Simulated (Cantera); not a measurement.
Input: 1 mol CH3Cl, 0.037 mol F2, equilibrated at 25.5 Torr.

These are equilibrium values from Cantera (NASA tables, ideal gas, pure condensed phases), not measurements of a reactor. Candidate condensed phases: C, C6H6, C7H8, C8H18; 118 gas species. The numbers say what is thermodynamically allowed, not how fast it happens.

Task: What share of the C ends up in condensed phases as a function of T (K), at 2748, 2798, 2848, 2898, 2948, 2998, 3048, 3098, 3148, 3198, 3248?

Result: 
| T (K) | C condensed (%) | as |
|---|---|---|
| 2748 | 94.4 | C(graphite) |
| 2798 | 93.2 | C(graphite) |
| 2848 | 91.5 | C(graphite) |
| 2898 | 89.1 | C(graphite) |
| 2948 | 85.5 | C(graphite) |
| 2998 | 80.1 | C(graphite) |
| 3048 | 71.6 | C(graphite) |
| 3098 | 57.8 | C(graphite) |
| 3148 | 35.2 | C(graphite) |
| 3198 | 0.0 | - |
| 3248 | 0.0 | - |
